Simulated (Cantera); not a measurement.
What does this Cantera script print?

```python
import numpy as np
import cantera as ct

gas_names = """
    C CN CO CO2 C2 CCN CNC C2N2 C2O C3 C3O2 C4 C4N2 C5 N NCO NO NO2 NO3 N2 N2O O O2 O3 Si SiC SiC2 SiN
    SiO SiO2 Si2 Si2C Si2N Si3
""".split()
cond_names = """
    C(gr) Si(cr) Si(L) SiC(b) SiO2(Lqz) SiO2(hqz) SiO2(L) Si2N2O(s) Si3N4(a)
""".split()


# ... load() reads the species with a 1 bar reference pressure and builds the phases ...
atoms = {
    'Si': {'Si': 1},
    'CO2': {'C': 1, 'O': 2},
    'N2': {'N': 2},
}
top_T = {'C(gr)': 4500, 'SiC(b)': 3050, 'Si2N2O(s)': 2100, 'Si3N4(a)': 2400}  # K; cautious upper limits of use, not melting points


# ... equilibrate(T, P, feed) seeds the gas with the atoms and calls Mixture.equilibrate('TP', solver="vcs", rtol=1e-11, max_steps=5000) ...
results = []
feed = {'Si': 1, 'CO2': 0.041, 'N2': 59}  # mol
T = 1223.15  # K
P = 1333.22  # Pa
mix = equilibrate(T, P, feed)
results.append((T, P, feed, dict(zip(mix.species_names, mix.species_moles))))
x = sorted(zip(gas.X, gas.species_names), reverse=True)
print(f"T = {T:g} K  P = {P:g} Pa  gas = {mix.phase_moles(0):.4g} mol")
print("   x: " + "  ".join(f"{s} {v:.3e}" for v, s in x if v > 1e-06))
print("   condensed (mol): " + ("  ".join(f"{mix.phase(i).name} {mix.phase_moles(i):.4g}"
      for i in range(1, mix.n_phases) if mix.phase_moles(i) > 1e-12) or "none"))
```

It prints:

```
T = 1223.15 K  P = 1333.22 Pa  gas = 58.36 mol
   x: N2 1.000e+00  CO 4.110e-06
   condensed (mol): C(gr) 0.04076  Si2N2O(s) 0.08176  Si3N4(a) 0.2788
```

Method: chemical equilibrium by Gibbs-energy minimisation in Cantera with the NASA 1993 tables (ideal gas, pure condensed phases). N2 is the only nitrogen source here; it is nearly inert below about 1500 K, so the nitride shown seldom forms there in practice. Mutual solubility and eutectic melting of coexisting phases are not modelled.
